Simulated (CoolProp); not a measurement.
A Linde-Hampson liquefier for carbon monoxide: isothermal reversible compression at 250 K from 1 atm to 40 MPa, throttling to 1 atm, return gas leaving the recuperator 0 K below the feed. Each further row changes one setting.

Values from CoolProp's reference Helmholtz-energy equation of state, Lemmon 2006. It is a short technical equation, of lower accuracy than the large ones.

```json
[
 {"case": "as stated", "liquid yield per pass": "0.172", "compression work (kJ/kg of gas)": "440"},
 {"case": "high pressure 80 MPa", "liquid yield per pass": "0.125", "compression work (kJ/kg of gas)": "517"},
 {"case": "warm-end temperature 280 K", "liquid yield per pass": "0.128", "compression work (kJ/kg of gas)": "500"},
 {"case": "warm-end gap 5 K", "liquid yield per pass": "0.161", "compression work (kJ/kg of gas)": "440"}
]
```
